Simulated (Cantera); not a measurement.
Charge: 1 mol TEOS, 0.22 mol O3, held at 21.0 Pa.

Method: chemical equilibrium by Gibbs-energy minimisation in Cantera with the NASA 1993 tables (ideal gas, pure condensed phases). Candidate condensed phases: C, C6H6, C7H8, C8H18, H2O, Si, SiC, SiO2; 123 gas species. The feed counts by its element totals alone. Mutual solubility and eutectic melting of coexisting phases are not modelled. The tables hold silica as quartz up to 1696 K and as liquid above; real silica turns to tridymite and cristobalite and melts near 1996 K. Kinetics and transport are ignored.

Which condensed phases are stable at each of these points (T (K)): 1000, 1100, 1200, 1300, 1400, 1500, 1600?


```csv
T (K),condensed phases,Si condensed (%)
1000,C(graphite) + SiO2(β-quartz),100.0
1100,C(graphite) + SiO2(β-quartz),100.0
1200,C(graphite) + SiC(s) + SiO2(β-quartz),99.9
1300,C(graphite) + SiC(s),99.7
1400,C(graphite) + SiC(s),99.4
1500,C(graphite) + SiC(s),99.1
1600,C(graphite) + SiC(s),98.6
```

From 1000 K to 1100 K the condensed part is C(graphite) + SiO2(β-quartz). At 1200 K the condensed part is C(graphite) + SiC(s) + SiO2(β-quartz). From 1300 K to 1600 K the condensed part is C(graphite) + SiC(s).
